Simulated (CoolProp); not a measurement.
Properties of methane at several states (Tc = 190.6 K, pc = 4599 kPa, ω = 0.011).

The numbers come from the reference Helmholtz-energy equation of state, Setzmann 1991 in CoolProp.

| T (K) | p (kPa) | phase | isothermal compressibility (1/MPa) | expansivity (1/kK) | viscosity (µPa s) | Prandtl number |
|---|---|---|---|---|---|---|
| 508.9 | 150 | gas | 6.667 | 1.969 | 17.2 | 0.719 |
| 363 | 10100 | supercritical | 0.1024 | 3.713 | 15.0 | 0.828 |
| 319 | 734 | gas | 1.376 | 3.257 | 11.9 | 0.737 |
| 352.1 | 12.6 | gas | 79.37 | 2.842 | 12.8 | 0.725 |

Viscosity comes from a separate model (Quiñones-Cisneros 2006). Thermal conductivity comes from a separate model (Friend 1989).
